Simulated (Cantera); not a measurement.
A Cantera script and its output.

```python
import numpy as np
import cantera as ct

gas = ct.Solution("gri30.yaml", transport_model="mixture-averaged")
show = ['H2O', 'NH3', 'CH4']

rows = []
print(f"{'T/K':>7s}{'rho':>11s}{'cp':>10s}{'mu':>11s}{'lambda':>11s}{'Pr':>7s}" + "".join(f"{'D_' + s:>11s}" for s in show))
for T in [400, 600, 800, 1000, 1200, 1400]:
    gas.TPX = T, 20, {'NO': 0.12, 'O2': 0.71}
    Pr = gas.cp_mass * gas.viscosity / gas.thermal_conductivity
    D = [gas.mix_diff_coeffs_mole[gas.species_index(s)] for s in show]
    rows.append([gas.density, gas.cp_mass, gas.viscosity, gas.thermal_conductivity, Pr, *D])
    print(f"{T:7g}{gas.density:11.4e}{gas.cp_mass:10.1f}{gas.viscosity:11.4e}"
          f"{gas.thermal_conductivity:11.4e}{Pr:7.3f}" + "".join(f"{d:11.4e}" for d in D))
print("SI units: kg/m3, J/kg/K, Pa s, W/m/K, m2/s")
```

Output:

```
    T/K        rho        cp         mu     lambda     Pr      D_H2O      D_NH3      D_CH4
    400 1.9069e-04     949.2 2.5260e-05 3.3640e-02  0.713 2.0172e-01 1.9464e-01 1.9030e-01
    600 1.2713e-04    1007.9 3.3567e-05 4.7746e-02  0.709 4.3022e-01 4.1011e-01 3.8370e-01
    800 9.5346e-05    1059.9 4.0725e-05 6.0816e-02  0.710 7.2190e-01 6.8334e-01 6.2508e-01
   1000 7.6277e-05    1096.0 4.7179e-05 7.2868e-02  0.710 1.0686e+00 1.0072e+00 9.0943e-01
   1200 6.3564e-05    1120.3 5.3144e-05 8.4109e-02  0.708 1.4650e+00 1.3769e+00 1.2334e+00
   1400 5.4483e-05    1140.6 5.8744e-05 9.4731e-02  0.707 1.9072e+00 1.7891e+00 1.5945e+00
SI units: kg/m3, J/kg/K, Pa s, W/m/K, m2/s
```

Model: GRI-Mech 3.0 (53 species, 325 reactions), integrated in Cantera. The composition is frozen, though it would react at the higher temperatures.
